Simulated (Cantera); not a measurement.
# Moist CO burnout

An isothermal, constant-pressure homogeneous reactor starts with 0.177 % CO, 1.47 % O₂, 0.226 % H₂O, 98.1 % N₂, at 1200 K and 1.01 bar.

Model: GRI-Mech 3.0 (53 species, 325 reactions), integrated in Cantera.

```csv
t (s),x CO,x O₂,x H₂O,x NO,x CO₂,x H₂
6.00e-6,0.00177,0.0147,0.00226,<1e-12,7.81e-12,<1e-12
2.27e-5,0.00177,0.0147,0.00226,<1e-12,2.96e-11,<1e-12
8.62e-5,0.00177,0.0147,0.00226,<1e-12,1.13e-10,<1e-12
0.000327,0.00177,0.0147,0.00226,<1e-12,4.54e-10,<1e-12
0.00124,0.00177,0.0147,0.00226,<1e-12,2.86e-9,1.42e-11
0.00469,0.00177,0.0147,0.00226,<1e-12,1.81e-7,2.09e-9
0.0178,0.00112,0.0144,0.00223,4.57e-9,0.000644,8.02e-6
0.0674,0.000164,0.0139,0.00225,2.18e-8,0.00160,1.09e-6
0.256,1.18e-5,0.0139,0.00226,3.03e-8,0.00176,7.23e-8
0.969,5.35e-7,0.0138,0.00226,3.34e-8,0.00177,4.90e-9
3.67,8.71e-9,0.0138,0.00226,3.45e-8,0.00177,7.59e-10
13.9,3.32e-10,0.0138,0.00226,3.48e-8,0.00177,2.91e-10
52.8,2.62e-10,0.0138,0.00226,3.49e-8,0.00177,2.44e-10
200,2.62e-10,0.0138,0.00226,3.49e-8,0.00177,2.44e-10
```
x: mole fraction; the columns are a selection and need not sum to one.

Equilibrium at this temperature and pressure: CO 2.62e-10, O₂ 0.0138, H₂O 0.00226, NO 5.63e-5, CO₂ 0.00177, H₂ 2.44e-10 (gas phase only).
